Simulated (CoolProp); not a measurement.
Vapour-liquid equilibrium of ethane (1) + C3F8 (R218) (2) at 110 kPa; x and y are mole fractions of (1).

The numbers come from the multi-fluid Helmholtz-energy mixture model, Bücker 2006 and Lemmon 2006; pair parameters Bell 2016 in CoolProp.

```json
[
 {"x": "0.05", "bubble temperature (K)": "222.6", "y at the bubble point": "0.538", "dew temperature at overall composition x (K)": "(withheld)", "liquid density (mol/L)": "9.058"},
 {"x": "0.125", "bubble temperature (K)": "206.5", "y at the bubble point": "0.826", "dew temperature at overall composition x (K)": "235.3", "liquid density (mol/L)": "9.731"},
 {"x": "0.2", "bubble temperature (K)": "197.8", "y at the bubble point": "0.908", "dew temperature at overall composition x (K)": "233.4", "liquid density (mol/L)": "10.29"},
 {"x": "0.275", "bubble temperature (K)": "193.2", "y at the bubble point": "0.937", "dew temperature at overall composition x (K)": "(withheld)", "liquid density (mol/L)": "(withheld)"},
 {"x": "0.35", "bubble temperature (K)": "190.8", "y at the bubble point": "0.949", "dew temperature at overall composition x (K)": "229.1", "liquid density (mol/L)": "11.31"},
 {"x": "0.425", "bubble temperature (K)": "189.6", "y at the bubble point": "0.955", "dew temperature at overall composition x (K)": "226.7", "liquid density (mol/L)": "11.83"},
 {"x": "0.5", "bubble temperature (K)": "189.1", "y at the bubble point": "0.957", "dew temperature at overall composition x (K)": "224.1", "liquid density (mol/L)": "12.37"},
 {"x": "0.575", "bubble temperature (K)": "188.9", "y at the bubble point": "0.958", "dew temperature at overall composition x (K)": "221.1", "liquid density (mol/L)": "12.97"},
 {"x": "0.65", "bubble temperature (K)": "188.7", "y at the bubble point": "0.959", "dew temperature at overall composition x (K)": "217.7", "liquid density (mol/L)": "13.62"},
 {"x": "0.725", "bubble temperature (K)": "188.5", "y at the bubble point": "(withheld)", "dew temperature at overall composition x (K)": "213.6", "liquid density (mol/L)": "14.36"},
 {"x": "0.8", "bubble temperature (K)": "188.1", "y at the bubble point": "0.965", "dew temperature at overall composition x (K)": "208.6", "liquid density (mol/L)": "15.19"},
 {"x": "0.875", "bubble temperature (K)": "187.5", "y at the bubble point": "0.972", "dew temperature at overall composition x (K)": "201.8", "liquid density (mol/L)": "(withheld)"},
 {"x": "0.95", "bubble temperature (K)": "186.7", "y at the bubble point": "0.986", "dew temperature at overall composition x (K)": "190.6", "liquid density (mol/L)": "17.21"}
]
```

What belongs in the gaps?


- 0.05, dew temperature at overall composition x (K): 237.1
- 0.275, dew temperature at overall composition x (K): 231.3
- 0.275, liquid density (mol/L): 10.81
- 0.725, y at the bubble point: 0.961
- 0.875, liquid density (mol/L): 16.13

No azeotrope shows between x = 0.05 and 0.95.

Pair parameters are fitted to limited data, so mixtures are less certain than the pure fluids. With so large a gap from Raoult's law the liquid may split in two, which this calculation doesn't test in full.
